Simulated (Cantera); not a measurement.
Thermodynamics of aluminium nitride and oxide growth, feed Al + O2 + N2 + N2O

A closed system holds: 1 mol Al, 18 mol O2, 6.7 mol N2, 7.2 mol N2O, equilibrated at 50.0 Pa.

Equilibrium computed with Cantera from the NASA thermochemical tables; the gas is ideal and each condensed phase is pure. Candidate condensed phases: Al, AlN, Al2O3; 16 gas species. Equilibrium is a limit: real reactors are often held back by kinetics, nucleation or transport.

```
T (K)   x O2   x N2       x O     x NO     x AlO    x NO2       x N  n Al2O3(s)
-----  -----  -----  --------  -------  --------  -------  --------  ----------
1623   0.598  0.399  0.000658  0.00256    <1e-12  3.68e-7  3.14e-11       0.500
1673   0.598  0.398   0.00116  0.00313  1.43e-12  3.97e-7  9.08e-11       0.500
1723   0.597  0.398   0.00196  0.00379  9.05e-12  4.26e-7  2.47e-10       0.500
1773   0.595  0.397   0.00324  0.00453  5.16e-11  4.55e-7  6.33e-10       0.500
1823   0.593  0.396   0.00520  0.00535  2.67e-10  4.84e-7   1.54e-9       0.500
1873   0.590  0.395   0.00812  0.00626   1.27e-9  5.12e-7   3.59e-9       0.500
1923   0.586  0.394    0.0124  0.00726   5.53e-9  5.38e-7   7.97e-9       0.500
1973   0.581  0.392    0.0185  0.00834   2.24e-8  5.63e-7   1.70e-8       0.500
2023   0.574  0.390    0.0270  0.00948   8.46e-8  5.85e-7   3.50e-8       0.500
2073   0.564  0.387    0.0386   0.0107   3.00e-7  6.03e-7   6.94e-8       0.500
2123   0.551  0.383    0.0541   0.0119   1.00e-6  6.16e-7   1.33e-7       0.500
2173   0.534  0.379    0.0743   0.0131   3.18e-6  6.22e-7   2.47e-7       0.500
```
x: gas mole fraction; n: condensed amount in mol.

From 1623 K to 2173 K the condensed part is Al2O3(s).
